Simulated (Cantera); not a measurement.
**Adiabatic ignition**

An adiabatic, constant-volume homogeneous reactor starts with CO : H₂ : O₂ : N₂ = 1 : 0.25 : 2.08 : 7.83 (molar parts), equivalence ratio 0.30, at 1148 K and 21.0 bar.

Cantera simulation using GRI-Mech 3.0 (53 species, 325 reactions); the numbers are that mechanism's predictions, not measurements. The hydrogen kinetics of GRI-Mech 3.0 are dated; newer H2 mechanisms differ, most at raised pressure. The pressure lies above the range GRI-Mech 3.0 was tuned for (to about 10 atm).

| t (s) | T (K) | P (bar) | x CO | x H₂ | x O₂ | x H₂O₂ | x HO₂ |
|---|---|---|---|---|---|---|---|
| 5.00e-6 | 1148 | 21.0 | 0.0896 | 0.0224 | 0.186 | 4.41e-10 | 1.13e-7 |
| 1.58e-5 | 1148 | 21.0 | 0.0896 | 0.0224 | 0.186 | 5.85e-9 | 4.78e-7 |
| 5.00e-5 | 1148 | 21.0 | 0.0896 | 0.0224 | 0.186 | 1.24e-7 | 3.16e-6 |
| 0.000158 | 1154 | 21.1 | 0.0893 | 0.0221 | 0.186 | 2.41e-5 | 4.64e-5 |
| 0.000500 | 2220 | 38.3 | 0.000285 | 1.31e-5 | 0.138 | 1.91e-7 | 5.51e-6 |
| 0.00158 | 2219 | 38.3 | 0.000283 | 1.30e-5 | 0.138 | 1.91e-7 | 5.49e-6 |
| 0.00500 | 2216 | 38.3 | 0.000279 | 1.29e-5 | 0.137 | 1.89e-7 | 5.43e-6 |
| 0.0158 | 2209 | 38.2 | 0.000268 | 1.24e-5 | 0.136 | 1.85e-7 | 5.27e-6 |
| 0.0500 | 2198 | 38.0 | 0.000251 | 1.17e-5 | 0.134 | 1.77e-7 | 5.01e-6 |
| 0.158 | 2193 | 37.9 | 0.000243 | 1.14e-5 | 0.133 | 1.74e-7 | 4.90e-6 |
| 0.500 | 2192 | 37.9 | 0.000242 | 1.14e-5 | 0.133 | 1.74e-7 | 4.89e-6 |
| 1.58 | 2192 | 37.9 | 0.000242 | 1.14e-5 | 0.133 | 1.74e-7 | 4.89e-6 |
| 5.00 | 2192 | 37.9 | 0.000242 | 1.14e-5 | 0.133 | 1.74e-7 | 4.89e-6 |
x: mole fraction; the columns are a selection and need not sum to one.

```
Quantity                                                              Result
---------------------------------  -----------------------------------------
time of steepest temperature rise                                   0.361 ms
temperature at 5.00 s                                                 2192 K
equilibrium temperature                                               2192 K
x(CO) at 5.00 s                    0.000242 (gas-phase equilibrium 0.000242)
x(H₂) at 5.00 s                      1.14e-5 (gas-phase equilibrium 1.14e-5)
x(O₂) at 5.00 s                          0.133 (gas-phase equilibrium 0.133)
```
